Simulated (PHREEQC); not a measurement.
Make-up at 25 °C: 0.013 mol/kgw HF, 0.0041 mol/kgw NH4F and 0.01 mol/kgw H2SiF6. Closed to the air; pH follows from the charge balance.

The numbers come from PHREEQC with the ion-association model, phreeqc.dat.

The ionic strength comes out as 0.0309 mol/kgw. What activity coefficients do F-, H+, HF2-, SiF6-2, NH4+ get?

F- 0.84, H+ 0.87, HF2- 0.85, SiF6-2 0.53, NH4+ 0.84.

This is a speciation only: nothing precipitates in the calculation. SiF6-2 is the database's only silicon fluoride.
